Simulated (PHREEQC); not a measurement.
A solution holds 0.0072 mol/kgw HF, 0.0024 mol/kgw (CH3)4NF and 3.5e-07 mol/kgw H4SiO4, at 25 °C. Closed to the air; pH follows from the charge balance.

Model: ion-association model, phreeqc.dat, run in PHREEQC.

No solid was allowed to form.

Problem. Order these F species by the share of F that they hold, largest first: F-, HF2-, HF.

Solution. HF (61 %), F- (37 %), HF2- (1.7 %)

The pH is 2.93 and the ionic strength 0.00365 mol/kgw. (CH3)4N+ isn't in the database: it is added as a free cation with an ion size of 4 Å. SiF6-2 is the database's only silicon fluoride.
